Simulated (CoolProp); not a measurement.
Saturation properties of normal hydrogen.

Computed with CoolProp (reference Helmholtz-energy equation of state, Leachman 2009).

```csv
T (°C),p (kPa),enthalpy of vaporisation (kJ/kg),surface tension (mN/m)
-247.55,363.5,…,1.03
-247.05,401.9,393.2,0.945
-246.55,443.0,384.7,0.864
-246.05,486.9,375.6,0.784
-245.55,533.8,365.5,0.705
-245.05,583.8,354.5,0.627
-244.55,637.1,342.3,0.550
-244.05,693.6,328.9,0.475
-243.55,753.7,314.1,0.402
-243.05,…,297.4,0.331
-242.55,884.8,…,0.264
-242.05,956.3,256.7,0.200
-241.55,1032,230.8,0.141
-241.05,1112,198.4,0.0905
-240.55,1197,153.2,0.0526
```

### Question
What belongs in the gaps?

### Answer

- -247.55, enthalpy of vaporisation (kJ/kg): 400.8
- -243.05, p (kPa): 817.4
- -242.55, enthalpy of vaporisation (kJ/kg): 278.5

It boils at -252.8 °C under 1 atm.

Surface tension comes from a separate correlation (Mulero 2012).
